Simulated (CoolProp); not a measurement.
Vapour-liquid equilibrium of R134a (1) + R141b (2) at 282.3 K; x and y are mole fractions of (1).

Values from CoolProp's multi-fluid Helmholtz-energy mixture model, Tillner-Roth 1994 and Lemmon 2006; pair parameters Bell 2016.

| x | bubble pressure (MPa) | y at the bubble point | dew pressure at overall composition x (MPa) | liquid density (mol/L) |
|---|---|---|---|---|
| 0.05 | 0.07100 | 0.430 | 0.04407 | 10.88 |
| 0.15 | 0.1248 | 0.701 | 0.04897 | 11.03 |
| 0.25 | 0.1720 | [?] | 0.05508 | 11.18 |
| 0.35 | 0.2125 | 0.853 | 0.06292 | 11.33 |
| 0.45 | 0.2470 | 0.886 | 0.07333 | [?] |
| 0.55 | 0.2771 | 0.910 | 0.08782 | 11.62 |
| 0.65 | 0.3042 | 0.929 | [?] | 11.78 |
| 0.75 | 0.3304 | 0.947 | 0.1443 | 11.94 |
| 0.85 | 0.3573 | 0.966 | 0.2094 | 12.10 |
| 0.95 | 0.3868 | 0.987 | 0.3345 | 12.29 |

**Question.** What belongs in the gaps?

**Answer.** 
- 0.25, y at the bubble point: 0.801
- 0.45, liquid density (mol/L): 11.47
- 0.65, dew pressure at overall composition x (MPa): 0.1093

No azeotrope shows between x = 0.05 and 0.95.

Pair parameters are fitted to limited data, so mixtures are less certain than the pure fluids.
